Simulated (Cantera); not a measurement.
An adiabatic, constant-pressure homogeneous reactor starts with CH4 : O2 : N2 = 1 : 2.44 : 9.17 (molar parts), at 1450 K and 4.93 atm.

Detailed kinetics in Cantera: GRI-Mech 3.0 (53 species, 325 reactions).

Q: Predict: time of steepest temperature rise; temperature at 0.300 s; equilibrium temperature; x(O2) at 0.300 s; x(NO) at 0.300 s; x(H) at 0.300 s; x(CO2) at 0.300 s.

A: 
| Property | Result |
|---|---|
| time of steepest temperature rise | 0.512 ms |
| temperature at 0.300 s | 2738 K |
| equilibrium temperature | 2738 K |
| x(O2) at 0.300 s | 0.0344 (gas-phase equilibrium 0.0344) |
| x(NO) at 0.300 s | 0.0130 (gas-phase equilibrium 0.0130) |
| x(H) at 0.300 s | 0.00226 (gas-phase equilibrium 0.00226) |
| x(CO2) at 0.300 s | 0.0607 (gas-phase equilibrium 0.0607) |
